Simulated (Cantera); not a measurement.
Mixture: CH₄ : C₂H₆ : C₃H₈ : O₂ : N₂ : CO₂ = 1 : 0.064 : 0.031 : 4.76 : 17.9 : 0.5 (molar parts), equivalence ratio 0.50, at 14.0 bar, adiabatic and at constant volume. Ignition delay is the time to a rise of 400 K.

Detailed kinetics in Cantera: GRI-Mech 3.0 (53 species, 325 reactions). The pressure lies above the range GRI-Mech 3.0 was tuned for (to about 10 atm).

Task: At T0 = 1300 K, what is the delay, and which 5 reactions control it most (d ln τ / d ln k, from doubling and halving each rate constant)?

Result: The delay is 0.286 ms.
| reaction | d ln τ / d ln k | faster rate |
|---|---|---|
| CH3 + HO2 <=> CH3O + OH | -0.76 | shortens it |
| 2 CH3 (+M) <=> C2H6 (+M) | 0.44 | lengthens it |
| H + O2 <=> O + OH | -0.43 | shortens it |
| CH4 + OH <=> CH3 + H2O | 0.32 | lengthens it |
| C2H6 + OH <=> C2H5 + H2O | -0.28 | shortens it |
